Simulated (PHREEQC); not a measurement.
A solution holds 3 mmol/kgw HF, 3.2 mmol/kgw H2SiF6 and 1.7 mmol/kgw HCl, at 25 °C and 50 atm. Closed to the air; pH follows from the charge balance.

All values are PHREEQC results (ion-association model, phreeqc.dat), not measurements.

No solid was allowed to form.

**Question.** Estimate the pH, ionic strength.

**Answer.** pH 2.13; ionic strength 0.0111 mol/kgw.

**Question.** In which forms is Si present?

**Answer.** SiF6-2 93 %, H4SiO4 6.8 % of the Si.

Examples of supersaturated solids here: Quartz (slow to form). Others may be too. Under pressure, the constants of complexes without a molar volume in the database are unreliable. SiF6-2 is the database's only silicon fluoride.
